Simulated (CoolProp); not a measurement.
The fluid at 707.41 K and 0.252 MPa is throttled through a valve to 0.0908 MPa with no heat exchange. The same conditions are run with several fluids, on thermodynamics alone (safety and materials aside).

Values from CoolProp's reference Helmholtz-energy equation of state of each fluid (oxygen: Schmidt 1985; water: Wagner 2002; dry air: Lemmon 2000; ammonia: Gao 2020; nitrogen: Span 2000). Blends and air are pseudo-pure fits.

```csv
fluid,temperature change (K),final density (kg/m³)
oxygen,[?],[?]
water,-1.0,0.279
dry air,+0.0,[?]
ammonia,[?],[?]
nitrogen,+0.0,[?]
```

What belongs in the gaps?


- oxygen, temperature change (K): -0.0
- oxygen, final density (kg/m³): 0.494
- dry air, final density (kg/m³): 0.447
- ammonia, temperature change (K): -0.3
- ammonia, final density (kg/m³): 0.263
- nitrogen, final density (kg/m³): 0.432

Above 300 K oxygen's equation is extrapolated.
